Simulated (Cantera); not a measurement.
A Cantera script and its output.

```python
import numpy as np
import cantera as ct

gas = ct.Solution("gri30.yaml")


def delay(T, t_max=10):
    gas.TPX = T, 140000, {'CH3OH': 1, 'O2': 0.882, 'N2': 4.59}
    reactor = ct.IdealGasConstPressureReactor(gas, clone=False)
    net = ct.ReactorNet([reactor])
    net.rtol, net.atol = 1e-8, 1e-16
    while net.time < t_max:
        t_old, T_old = net.time, reactor.T
        net.step()
        if reactor.T > T + 400:  # ignition: a rise of 400 K
            return t_old + (T + 400 - T_old) / (reactor.T - T_old) * (net.time - t_old)
    return np.nan


taus = []
for T in [1175, 1275, 1375, 1475, 1575, 1675]:
    taus.append(delay(T))
    print(f"T0 = {T:6g} K   tau = {taus[-1]:.4e} s")
```

It prints:

```
T0 =   1175 K   tau = 1.0344e-02 s
T0 =   1275 K   tau = 2.1315e-03 s
T0 =   1375 K   tau = 5.7486e-04 s
T0 =   1475 K   tau = 1.9520e-04 s
T0 =   1575 K   tau = 8.0301e-05 s
T0 =   1675 K   tau = 3.8400e-05 s
```

Detailed kinetics in Cantera: GRI-Mech 3.0 (53 species, 325 reactions). GRI-Mech 3.0 was tuned for natural gas; its chemistry of methanol as a main component is partial and can be far from experiment.
